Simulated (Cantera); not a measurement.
**Diamond growth**

A diamond (100) surface in a fixed gas of H2 with x(CH4) = 0.0036, x(H) = 0.026, at 1325 K, 33.0 Torr; coverages are run to steady state.

Computed with Cantera and the Harris–Goodwin 1993 mechanism for the reconstructed diamond (100) surface.

| x(CH3) | growth (µm/h) | θ c6HH | θ c6H* | θ c6*H | θ c6** | θ c6HM |
|---|---|---|---|---|---|---|
| 1e-06 | 0.0175 | 0.363 | 0.0522 | 0.533 | 0.0515 | 1.17e-6 |
| 2.1e-06 | 0.0368 | 0.363 | 0.0522 | 0.533 | 0.0515 | 2.45e-6 |
| 4.6e-06 | 0.0807 | 0.363 | 0.0522 | 0.533 | 0.0515 | 5.37e-6 |
| 9.8e-06 | 0.172 | 0.363 | 0.0522 | 0.533 | 0.0515 | 1.14e-5 |
| 2.1e-05 | 0.368 | 0.363 | 0.0522 | 0.533 | 0.0515 | 2.45e-5 |
| 4.5e-05 | 0.789 | 0.363 | 0.0522 | 0.533 | 0.0515 | 5.25e-5 |
| 9.6e-05 | 1.68 | 0.363 | 0.0522 | 0.533 | 0.0514 | 0.000112 |
| 0.0002 | 3.50 | 0.363 | 0.0522 | 0.533 | 0.0514 | 0.000233 |
| 0.00044 | 7.69 | 0.363 | 0.0522 | 0.532 | 0.0512 | 0.000512 |
θ: site fractions in the mechanism's names (c6HH fully hydrogenated, c6H* and c6*H radical sites, c6** diradical, c6HM methylated).
